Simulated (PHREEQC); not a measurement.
## Brine

Solution (25 °C): 1.2 mol/kgw KCl and 3.7 mol/kgw KBr. It is in equilibrium with CO2 at log p = -3.4 (atm). Otherwise closed; pH follows from the charge balance.

The numbers come from PHREEQC with the Pitzer model, pitzer.dat.

Each row changes one thing in this solution. Precipitation was switched off in this run.

```tsv
case	pH	ionic strength (mol/kgw)	CO2 (mol/kgw)	HCO3- (mol/kgw)	CO3-2 (mol/kgw)	SI of Sylvite (KCl)	SI of Kalicinite (KHCO3)
as made	5.31	4.90	8.32e-6	2.30e-6	1.35e-10	-0.58	-5.90
KCl from 1.2 to 1.08 mol/kgw	5.32	4.78	8.41e-6	2.33e-6	1.38e-10	-0.64	-5.91
3.9 mol/kgw NaOH added	10.29	10.5	4.29e-6	0.423	1.74	-0.35	-0.87
6 mol/kgw NaCl added	4.69	10.9	3.18e-6	9.33e-7	1.86e-11	+0.54	-6.46
KBr from 3.7 to 3.33 mol/kgw	5.33	4.53	8.64e-6	2.38e-6	1.51e-10	-0.62	-5.91
KCl from 1.2 to 1.8 mol/kgw	5.29	5.50	7.87e-6	2.16e-6	1.19e-10	-0.34	-5.88
```

Some of these states are supersaturated (in Trona, Sylvite, Halite, for instance). In brines, pH and single-ion activities rest on the MacInnes convention.
